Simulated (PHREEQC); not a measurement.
# Hard or scaling water (model solution)

A solution holds 11 mmol/kgw CaSO4, 2.5 mmol/kgw Na2SO4 and 56 mmol/kgw NaCl, at 25 °C. Closed to the air; pH follows from the charge balance.

Equilibrium calculation in PHREEQC: ion-association model, phreeqc.dat.

Each row changes one thing in this solution. Precipitation was switched off in this run.

```json
[
 {"case": "as made", "pH": "7.04", "ionic strength (mol/kgw)": "0.0961", "SO4-2 (mol/kgw)": "0.0101", "Ca+2 (mol/kgw)": "0.00872", "CaSO4 (mol/kgw)": "0.00228", "NaSO4- (mol/kgw)": "0.00114", "SI of Gypsum (CaSO4:2H2O)": "-0.30"},
 {"case": "NaCl left out", "pH": "7.07", "ionic strength (mol/kgw)": "0.0377", "SO4-2 (mol/kgw)": "0.00998", "Ca+2 (mol/kgw)": "0.00760", "CaSO4 (mol/kgw)": "0.00340", "NaSO4- (mol/kgw)": "…", "SI of Gypsum (CaSO4:2H2O)": "-0.13"},
 {"case": "diluted 10-fold with water", "pH": "7.01", "ionic strength (mol/kgw)": "0.0103", "SO4-2 (mol/kgw)": "0.00123", "Ca+2 (mol/kgw)": "0.00100", "CaSO4 (mol/kgw)": "9.68e-5", "NaSO4- (mol/kgw)": "…", "SI of Gypsum (CaSO4:2H2O)": "-1.68"},
 {"case": "0.00066 mol/kgw H3PO4 added", "pH": "3.43", "ionic strength (mol/kgw)": "0.0964", "SO4-2 (mol/kgw)": "0.00995", "Ca+2 (mol/kgw)": "0.00870", "CaSO4 (mol/kgw)": "0.00224", "NaSO4- (mol/kgw)": "0.00112", "SI of Gypsum (CaSO4:2H2O)": "-0.31"},
 {"case": "temperature from 25 to 15 °C", "pH": "7.19", "ionic strength (mol/kgw)": "0.0965", "SO4-2 (mol/kgw)": "…", "Ca+2 (mol/kgw)": "0.00879", "CaSO4 (mol/kgw)": "0.00221", "NaSO4- (mol/kgw)": "0.00109", "SI of Gypsum (CaSO4:2H2O)": "-0.28"},
 {"case": "NaCl from 0.056 to 0.0504 mol/kgw", "pH": "7.04", "ionic strength (mol/kgw)": "0.0904", "SO4-2 (mol/kgw)": "0.0101", "Ca+2 (mol/kgw)": "0.00865", "CaSO4 (mol/kgw)": "0.00235", "NaSO4- (mol/kgw)": "0.00105", "SI of Gypsum (CaSO4:2H2O)": "-0.29"},
 {"case": "Na2SO4 from 0.0025 to 0.00375 mol/kgw", "pH": "7.05", "ionic strength (mol/kgw)": "0.0990", "SO4-2 (mol/kgw)": "0.0111", "Ca+2 (mol/kgw)": "0.00858", "CaSO4 (mol/kgw)": "0.00242", "NaSO4- (mol/kgw)": "0.00128", "SI of Gypsum (CaSO4:2H2O)": "-0.28"}
]
```

**Question.** What belongs in the gaps?

**Answer.** 
- NaCl left out, NaSO4- (mol/kgw): 0.000121
- diluted 10-fold with water, NaSO4- (mol/kgw): 2.48e-5
- temperature from 25 to 15 °C, SO4-2 (mol/kgw): 0.0102

Complexes and solids missing from the database can't appear.
